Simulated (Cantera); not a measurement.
Feed: 1 mol SiHCl3, 1.1 mol NH3, 1.2 mol N2, at 1125 °C and 1.00 bar.

These are equilibrium values from Cantera (NASA tables, ideal gas, pure condensed phases), not measurements of a reactor. Candidate condensed phases: NH4Cl, Si, Si3N4; 28 gas species. The tables' values for SiCl3 are old estimates; treat these amounts as uncertain. Rates play no part.

Base state: HCl 0.376, N2 0.280, H2 0.274, SiCl4 0.0618, SiCl3 0.00400, SiHCl3 0.00316, SiCl2 0.00110, SiH2Cl2 2.44e-5 (mole fractions); condensed: Si3N4(s).

Task: What changes in the equilibrium state with this change: NH3 from 1.1 to 4.5 mol?

Result: 
```tsv
species	before	after
H2	0.274	0.507
N2	0.280	0.245
HCl	0.376	0.243
SiCl4	0.0618	0.00345
SiCl3	0.00400	0.000470
SiHCl3	0.00316	0.000506
SiCl2	0.00110	0.000273
Si3N4(s), mol	0.225	0.315
```

Task: What changes in the equilibrium state with this change: SiHCl3 replaced by SiH4?

Result: 
| species | before | after |
|---|---|---|
| H2 | 0.274 | 0.771 |
| N2 | 0.280 | 0.229 |
| NH3 | 6.53e-6 | 2.79e-5 |
| HCl | 0.376 | 0 |
| SiCl4 | 0.0618 | 0 |
| SiCl3 | 0.00400 | 0 |
| SiHCl3 | 0.00316 | 0 |
| SiCl2 | 0.00110 | 0 |
| SiH2Cl2 | 2.44e-5 | 0 |
| Si3N4(s), mol | 0.225 | 0.333 |

Task: What changes in the equilibrium state with this change: temperature from 1125 °C to 1202 °C?

Result: 
```csv
species,before,after
HCl,0.376,0.378
N2,0.280,0.280
H2,0.274,0.271
SiCl4,0.0618,0.0561
SiCl3,0.00400,0.00774
SiCl2,0.00110,0.00364
SiH2Cl2,2.44e-5,4.05e-5
SiHCl3,0.00316,0.00381
"Si3N4(s), mol",0.225,0.223
```
